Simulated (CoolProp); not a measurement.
n-hexane at several states: density (kg/m³) from the reference equation and from simpler models built on Tc = 234.7 °C, pc = 3.044 MPa, ω = 0.300; each cubic takes its own stable root.

The numbers come from the reference Helmholtz-energy equation of state, Thol 2019 in CoolProp.

| T (°C) | p (MPa) | phase | reference | van der Waals | Redlich-Kwong | Peng-Robinson |
|---|---|---|---|---|---|---|
| 182.05 | 0.043 | gas | 0.9862 | 0.9845 | 0.9856 | 0.9865 |
| 53.45 | 3.61 | liquid | 633.1 | 382.4 | 553.1 | 646.7 |
| 81.85 | 0.0119 | gas | 0.3491 | 0.3484 | 0.3487 | 0.3489 |
| 49.65 | 5.89 | liquid | 639.4 | 390.2 | 561.6 | 653.7 |
| 314.35 | 0.635 | gas | 11.72 | 11.73 | 11.76 | 11.78 |
